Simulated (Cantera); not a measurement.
Cantera run, input and output.

```python
import numpy as np
import cantera as ct

gas = ct.Solution("gri30.yaml")
gas.TPX = 2200, 160000, {'CH4': 1, 'H2O': 0.047}
reactor = ct.IdealGasConstPressureReactor(gas, energy="off", clone=False)
net = ct.ReactorNet([reactor])
net.rtol, net.atol = 1e-08, 1e-18
show = ['CH4', 'H2O', 'CO', 'C2H2', 'C2H4']
times = np.geomspace(4e-06, 50, 9)

steps = ct.SolutionArray(gas, extra=["t"])
rows = []
print(f"{'t/s':>10s}{'T/K':>9s}{'P/Pa':>11s}" + "".join(f"{s:>11s}" for s in show))
for t in times:
    while net.time < t:
        t_next = net.step()
        steps.append(gas.state, t=t_next)
    rows.append([np.interp(t, steps.t, y) for y in (steps.T, steps.P, *steps(*show).X.T)])
    print(f"{t:10.3e}{rows[-1][0]:9.1f}{rows[-1][1]:11.4g}" + "".join(f"{x:11.3e}" for x in rows[-1][2:]))
rate = np.gradient(steps.T, steps.t)
print("integrator steps:", len(steps.t))
if steps.T.max() > steps.T[0] + 200:
    print(f"time of steepest temperature rise: {steps.t[rate.argmax()]:.4e} s")
gas.TPX = 2200, 160000, {'CH4': 1, 'H2O': 0.047}
gas.equilibrate("TP")
print(f"equilibrium (TP): T = {gas.T:.1f} K  " + "  ".join(f"{s} {gas[s].X[0]:.3e}" for s in show))
```

Result:

```
       t/s      T/K       P/Pa        CH4        H2O         CO       C2H2       C2H4
 4.000e-06   2200.0    1.6e+05  7.305e-01  4.131e-02  5.503e-05  7.505e-03  3.569e-02
 3.084e-05   2200.0    1.6e+05  1.707e-01  2.630e-02  8.774e-04  1.862e-01  9.394e-03
 2.378e-04   2200.0    1.6e+05  2.722e-02  1.909e-02  4.323e-03  2.319e-01  8.639e-04
 1.834e-03   2200.0    1.6e+05  5.881e-03  5.569e-03  1.705e-02  2.288e-01  6.654e-04
 1.414e-02   2200.0    1.6e+05  2.527e-03  1.071e-06  2.247e-02  2.258e-01  6.535e-04
 1.091e-01   2200.0    1.6e+05  2.525e-03  1.383e-07  2.248e-02  2.258e-01  6.535e-04
 8.409e-01   2200.0    1.6e+05  2.525e-03  1.383e-07  2.248e-02  2.258e-01  6.535e-04
 6.484e+00   2200.0    1.6e+05  2.525e-03  1.383e-07  2.248e-02  2.258e-01  6.535e-04
 5.000e+01   2200.0    1.6e+05  2.525e-03  1.383e-07  2.248e-02  2.258e-01  6.535e-04
integrator steps: 1578
equilibrium (TP): T = 2200.0 K  CH4 2.526e-03  H2O 1.387e-07  CO 2.248e-02  C2H2 2.258e-01  C2H4 6.535e-04
```

Cantera simulation using GRI-Mech 3.0 (53 species, 325 reactions); the numbers are that mechanism's predictions, not measurements. GRI-Mech 3.0 stops at C3 and has no aromatics, soot or wall deposition, so with more carbon than oxygen in the feed, carbon stays in small species such as C2H2 where larger ones or solid carbon would form.
